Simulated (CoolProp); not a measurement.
R113 along the isotherm 246.3 K: fugacity coefficient from the reference equation and from simpler models built on Tc = 487.2 K, pc = 33.92 bar, ω = 0.253; each cubic takes its own stable root.

The numbers come from the reference Helmholtz-energy equation of state, Marx 1992 in CoolProp.

| p (bar) | phase | reference | van der Waals | Soave-Redlich-Kwong | Peng-Robinson |
|---|---|---|---|---|---|
| 0.268 | liquid | 0.1283 | 0.9889 | 0.1291 | 0.1386 |
| 0.61 | liquid | 0.05645 | 0.9748 | 0.05681 | 0.06101 |
| 1.39 | liquid | 0.02488 | 0.7020 | 0.02505 | 0.02688 |
| 3.16 | liquid | 0.01105 | 0.3137 | 0.01113 | 0.01193 |
| 7.19 | liquid | 0.004964 | 0.1429 | 0.005010 | 0.005357 |
| 16.4 | liquid | 0.002288 | 0.06800 | 0.002319 | 0.002464 |
| 37.3 | liquid | 0.001126 | 0.03595 | 0.001152 | 0.001208 |
| 84.8 | liquid | 0.0006404 | 0.02392 | 0.0006689 | 0.0006803 |

At some of these states van der Waals gives the other phase, because its saturation line lies elsewhere.
